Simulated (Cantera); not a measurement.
Feed: 1 mol B2O3, 0.41 mol O2, 35 mol N2, held at 1300 K and 1.00 Torr.

These are equilibrium values from Cantera (NASA tables, ideal gas, pure condensed phases), not measurements of a reactor. Candidate condensed phases: B, BN, B2O3; 17 gas species. Equilibrium is a limit: real reactors are often held back by kinetics, nucleation or transport.

Base state: N2 0.988, O2 0.0115, B2O3 0.000140, NO 0.000104 (mole fractions); condensed: B2O3(l).

Question: What changes in the equilibrium state with this change: temperature from 1300 K to 1725 K?

Answer: 
```json
[
 {"species": "N2", "before": "0.988", "after": "0.960"},
 {"species": "B2O3", "before": "0.000140", "after": "0.0261"},
 {"species": "O2", "before": "0.0115", "after": "0.0101"},
 {"species": "BO2", "before": "8.93e-6", "after": "0.00261"},
 {"species": "O", "before": "5.20e-7", "after": "0.000160"},
 {"species": "NO", "before": "0.000104", "after": "0.000773"},
 {"species": "B2O3(l), mol", "before": "0.995", "after": "0"}
]
```
